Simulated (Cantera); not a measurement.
Feed: 1 mol PbO, 0.14 mol CO, 0.13 mol N2, at 1423.15 K and 110 Pa.

These are equilibrium values from Cantera (NASA tables, ideal gas, pure condensed phases), not measurements of a reactor. Candidate condensed phases: C, Pb, PbO, PbO2, Pb3O4; 27 gas species. Gases not in the tables: (PbO)n polymers. Kinetics and transport are ignored.

Base state: PbO 0.541, Pb 0.207, CO2 0.105, N2 0.0971, O2 0.0509, NO 0.000142, CO 2.03e-5 (mole fractions); condensed: gas only.

Task: What changes in the equilibrium state with this change: temperature from 1423.15 K to 1648 K?

Result: 
```tsv
species	before	after
Pb	0.207	0.351
PbO	0.541	0.336
O2	0.0509	0.127
CO2	0.105	0.0959
N2	0.0971	0.0890
O	9.18e-6	0.000272
CO	2.03e-5	0.000298
NO	0.000142	0.000618
```
